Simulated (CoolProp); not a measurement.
Vapour-liquid equilibrium of R143a (1) + R134a (2) at 0.224 MPa; x and y are mole fractions of (1).

The numbers come from the multi-fluid Helmholtz-energy mixture model, Lemmon and Jacobsen 2000 and Tillner-Roth 1994; pair parameters Lemmon 2004 in CoolProp.

```csv
x,"bubble temperature, mixture model (°C)","bubble temperature, Raoult's law (°C)","y, mixture model","y, Raoult's law"
0.05,-8.6,-8.7,(withheld),0.105
0.15,-11.4,-11.6,0.271,0.285
0.25,-14.1,-14.2,(withheld),0.433
0.35,-16.5,-16.7,(withheld),0.556
0.45,-18.8,-18.9,0.643,0.659
0.55,(withheld),-21.0,0.731,0.745
0.65,-22.9,-23.0,(withheld),0.818
0.75,-24.8,-24.8,(withheld),0.880
0.85,-26.5,-26.6,0.928,0.934
0.95,-28.2,-28.2,(withheld),0.979
```

Task: Fill in the missing entries.

Result: 
- 0.05, y, mixture model: 0.099
- 0.25, y, mixture model: 0.417
- 0.35, y, mixture model: 0.539
- 0.55, bubble temperature, mixture model (°C): -20.9
- 0.65, y, mixture model: 0.807
- 0.75, y, mixture model: 0.872
- 0.95, y, mixture model: 0.978

The largest gap from Raoult's law is +0.2 K in bubble temperature, at x = 0.35. No azeotrope shows between x = 0.05 and 0.95.

The pair parameters rest on a limited set of measurements; away from them the model extrapolates.
